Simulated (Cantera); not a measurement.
A Cantera script and what it prints.

```python
import numpy as np
import cantera as ct

gas_names = """
    C CN C2 CCN CNC C2N2 C3 C4 C4N2 C5 N N2 Si SiC SiC2 SiN Si2 Si2C Si2N Si3
""".split()
cond_names = """
    C(gr) Si(cr) Si(L) SiC(b) Si3N4(a)
""".split()


# ... load() reads the species with a 1 bar reference pressure and builds the phases ...
atoms = {
    'Si3N4': {'Si': 3, 'N': 4},
    'C': {'C': 1},
    'N2': {'N': 2},
}
top_T = {'C(gr)': 4500, 'SiC(b)': 3050, 'Si3N4(a)': 2400}  # K; cautious upper limits of use, not melting points


# ... equilibrate(T, P, feed) seeds the gas with the atoms and calls Mixture.equilibrate('TP', solver="vcs", rtol=1e-11, max_steps=5000) ...
results = []
feed = {'Si3N4': 1, 'C': 0.65, 'N2': 5.5}  # mol
P = 2500  # Pa
for T in [1750, 1800, 1850, 1900, 1950, 2000, 2050, 2100, 2150, 2200, 2250, 2300]:
    mix = equilibrate(T, P, feed)
    results.append((T, P, feed, dict(zip(mix.species_names, mix.species_moles))))

top = {s: max(r[3][s] / sum(r[3][g] for g in gas_names) for r in results) for s in gas_names}
cols = sorted((s for s in top if top[s] > 0.001), key=lambda s: -top[s])[:8]
seen = [c for c in cond_names if any(r[3].get(c, 0) > 1e-12 for r in results)]
print("log10 of partial pressures in bar; condensed amounts in mol")
print(f"{'T/K':>10s}" + "".join(f"{s[:9]:>10s}" for s in cols + seen))
for T, P, feed, n in results:
    ng = sum(n[g] for g in gas_names)
    print(f"{T:10.4g}" + "".join(f"{np.log10(max(n[s] / ng * P / 1e5, 1e-99)):10.3f}" for s in cols)
          + "".join(f"{n.get(c, 0):10.4g}" for c in seen))
```

It prints:

```
log10 of partial pressures in bar; condensed amounts in mol
       T/K        N2        Si      Si2C     Si(L)    SiC(b)  Si3N4(a)
      1750    -1.602    -6.369    -8.462         0      0.65    0.7833
      1800    -1.602    -5.800    -7.774         0      0.65    0.7832
      1850    -1.602    -5.263    -7.125         0      0.65    0.7828
      1900    -1.602    -4.899    -6.655     2.345    0.6499         0
      1950    -1.603    -4.623    -6.280     2.341    0.6498         0
      2000    -1.603    -4.361    -5.923     2.334    0.6496         0
      2050    -1.604    -4.112    -5.585     2.322    0.6492         0
      2100    -1.605    -3.875    -5.263     2.302    0.6483         0
      2150    -1.606    -3.649    -4.957      2.27    0.6465         0
      2200    -1.609    -3.433    -4.665     2.217    0.6431         0
      2250    -1.614    -3.227    -4.387     2.133    0.6366         0
      2300    -1.621    -3.031    -4.121     2.002    0.6245         0
```

These are equilibrium values from Cantera (NASA tables, ideal gas, pure condensed phases), not measurements of a reactor. Mutual solubility and eutectic melting of coexisting phases are not modelled. The tables' values for SiN are old estimates; treat these amounts as uncertain.
